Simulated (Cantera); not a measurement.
Cantera with NASA thermochemical tables; ideal gases at 1 bar, condensed phases pure. Values are per mole of reaction as written; species without (g) are pure solids or liquids, kept so even where they would boil at 1 bar. TaC: taken at fixed stoichiometry.

C3H8(g) + TaO2(g) = C2H6(g) + TaC + 2 OH(g)

| T (K) | ΔH° (kJ) | ΔS° (J/K) | ΔG° (kJ) | log10 K |
|---|---|---|---|---|
| 525 | 161.7 | 102.5 | 107.9 | -10.74 |
| 625 | 163.2 | 105.1 | 97.5 | -8.15 |
| 725 | ? | ? | ? | ? |
| 825 | ? | ? | ? | ? |
| 925 | 165.7 | 108.4 | 65.4 | -3.69 |
| 1025 | 166.2 | 108.9 | 54.5 | -2.78 |
| 1125 | 166.6 | 109.3 | 43.6 | -2.03 |
| 1225 | 167.0 | 109.7 | 32.7 | -1.39 |
| 1325 | 167.5 | 110.0 | 21.7 | -0.85 |
| 1425 | 167.9 | 110.3 | 10.7 | -0.39 |

Complete the blanks.


- 725, ΔH° (kJ): 164.3
- 725, ΔS° (J/K): 106.7
- 725, ΔG° (kJ): 86.9
- 725, log10 K: -6.26
- 825, ΔH° (kJ): 165.1
- 825, ΔS° (J/K): 107.7
- 825, ΔG° (kJ): 76.2
- 825, log10 K: -4.83
